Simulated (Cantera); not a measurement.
Gas mixture: CO2 : C2H4 = 0.52 : 0.4 (molar parts), at 3.26 atm, frozen composition.

Cantera's kinetic-theory transport with the Lennard-Jones parameters of GRI-Mech 3.0, ideal gas; thermal conductivity in the mixture-averaged form. The composition is frozen, though it would react at the higher temperatures.

One state of this run: ρ (kg/m³) = 1.28; cp (J/kg/K) = 2024; μ (µPa s) = 39.6; λ (mW/m/K) = 104; Pr = 0.768; D (cm²/s) H = 3.17; D (cm²/s) OH = 0.780; D (cm²/s) NO = 0.503. D: mixture-averaged diffusion coefficient of that species in the mixture.

### Question
Which value of T (K) does it belong to?
(A) 1150
(B) 1300
(C) 400
(D) 1000

### Answer
A, 1150
